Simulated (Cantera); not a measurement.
A closed system holds: 1 mol FeS, 96 mol H₂, 3.3 mol H₂O, equilibrated at 1448 K and 10.0 Torr.

These are equilibrium values from Cantera (NASA tables, ideal gas, pure condensed phases), not measurements of a reactor. Candidate condensed phases: Fe, FeO, Fe(OH)₂, Fe(OH)₃, FeS, FeSO₄, FeS₂, Fe₂O₃, Fe₂(SO₄)₃, Fe₃O₄, H₂O, H₂SO₄, S; 22 gas species. Rates play no part.

Base state: H₂ 0.957, H₂O 0.0332, H₂S 0.00921, S₂ 0.000312, SH 0.000226, H 7.81e-5 (mole fractions); condensed: Fe(γ).

Task: What changes in the equilibrium state with this change: temperature from 1448 K to 1123.15 K?

Result: 
| species | before | after |
|---|---|---|
| H₂ | 0.957 | 0.964 |
| H₂O | 0.0332 | 0.0332 |
| H₂S | 0.00921 | 0.00256 |
| S₂ | 0.000312 | 3.09e-7 |
| H | 7.81e-5 | 3.63e-7 |
| SH | 0.000226 | 1.20e-6 |
| Fe(γ), mol | 1.000 | 0 |
| Fe(α), mol | 0 | 0.255 |
| FeS(s), mol | 0 | 0.745 |
Mutual solubility and eutectic melting of coexisting phases are not modelled. FeS: taken at fixed stoichiometry.

Task: What changes in the equilibrium state with this change: H₂ from 96 to 0.66 mol?

Result: 
```tsv
species	before	after
H₂O	0.0332	0.679
H₂	0.957	0.257
S₂	0.000312	0.0261
SO₂	2.65e-7	0.0140
H₂S	0.00921	0.0226
S₂O	2.08e-8	0.000132
SO	1.22e-6	0.000849
S	3.33e-6	3.05e-5
SH	0.000226	0.00107
Fe(γ), mol	1.000	0
FeO(s), mol	0	0.376
FeS(s), mol	0	0.624
```
Metal and sulfide melt together well below either melting point, which pure phases cannot show. Mutual solubility and eutectic melting of coexisting phases are not modelled. The tables' stoichiometric FeO is somewhat more stable than real wüstite, so its field is too wide. FeO, FeS: taken at fixed stoichiometry.
